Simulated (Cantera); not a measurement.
Feed: 1 mol Pb, 0.2 mol N2, 0.5 mol H2, held at 4.70 mbar.

Method: chemical equilibrium by Gibbs-energy minimisation in Cantera with the NASA 1993 tables (ideal gas, pure condensed phases). Candidate condensed phases: Pb; 11 gas species. Kinetics and transport are ignored.

Task: What share of the Pb ends up in condensed phases as a function of T (K), at 798, 848, 898, 948, 998, 1048, 1098, 1148, 1198, 1248, 1298, 1348, 1398?

Result: 
```tsv
T (K)	Pb condensed (%)	as
798	100.0	Pb(l)
848	100.0	Pb(l)
898	100.0	Pb(l)
948	99.9	Pb(l)
998	99.8	Pb(l)
1048	99.3	Pb(l)
1098	98.2	Pb(l)
1148	95.6	Pb(l)
1198	89.3	Pb(l)
1248	73.2	Pb(l)
1298	16.4	Pb(l)
1348	0.0	-
1398	0.0	-
```
